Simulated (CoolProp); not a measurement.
Vapour pressure (MPa) of water: the reference equation beside estimates from Tc = 373.9 °C, pc = 22.06 MPa, ω = 0.344.

Model: reference Helmholtz-energy equation of state, Wagner 2002, in CoolProp.

```json
[
 {"T (°C)": "179.75", "reference": "0.9971", "Lee-Kesler": "0.9971", "van der Waals": "4.420", "Redlich-Kwong": "1.927", "Peng-Robinson": "0.9948"},
 {"T (°C)": "186.35", "reference": "1.158", "Lee-Kesler": "1.163", "van der Waals": "4.756", "Redlich-Kwong": "2.175", "Peng-Robinson": "1.158"},
 {"T (°C)": "193.05", "reference": "1.341", "Lee-Kesler": "1.352", "van der Waals": "5.115", "Redlich-Kwong": "2.449", "Peng-Robinson": "1.344"},
 {"T (°C)": "199.65", "reference": "1.544", "Lee-Kesler": "1.560", "van der Waals": "5.484", "Redlich-Kwong": "2.742", "Peng-Robinson": "1.549"},
 {"T (°C)": "206.35", "reference": "1.772", "Lee-Kesler": "1.796", "van der Waals": "5.877", "Redlich-Kwong": "3.064", "Peng-Robinson": "1.782"},
 {"T (°C)": "212.95", "reference": "2.023", "Lee-Kesler": "2.054", "van der Waals": "6.281", "Redlich-Kwong": "3.407", "Peng-Robinson": "2.036"},
 {"T (°C)": "219.55", "reference": "2.300", "Lee-Kesler": "2.339", "van der Waals": "6.702", "Redlich-Kwong": "3.776", "Peng-Robinson": "2.318"},
 {"T (°C)": "226.25", "reference": "2.610", "Lee-Kesler": "2.657", "van der Waals": "7.148", "Redlich-Kwong": "4.178", "Peng-Robinson": "2.634"},
 {"T (°C)": "232.85", "reference": "2.946", "Lee-Kesler": "3.002", "van der Waals": "7.605", "Redlich-Kwong": "4.603", "Peng-Robinson": "2.976"},
 {"T (°C)": "239.55", "reference": "3.321", "Lee-Kesler": "3.386", "van der Waals": "8.088", "Redlich-Kwong": "5.064", "Peng-Robinson": "3.357"},
 {"T (°C)": "246.15", "reference": "3.724", "Lee-Kesler": "3.798", "van der Waals": "8.582", "Redlich-Kwong": "5.548", "Peng-Robinson": "3.768"},
 {"T (°C)": "252.75", "reference": "4.164", "Lee-Kesler": "4.247", "van der Waals": "9.094", "Redlich-Kwong": "6.063", "Peng-Robinson": "4.217"},
 {"T (°C)": "259.45", "reference": "4.650", "Lee-Kesler": "4.741", "van der Waals": "9.634", "Redlich-Kwong": "6.619", "Peng-Robinson": "4.712"}
]
```

Absolute difference from the reference over all 13 rows, mean and median: Lee-Kesler 1.4 and 1.7 %, van der Waals 204.3 and 191.4 %, Redlich-Kwong 65.6 and 64.2 %, Peng-Robinson 0.7 and 0.8 %.
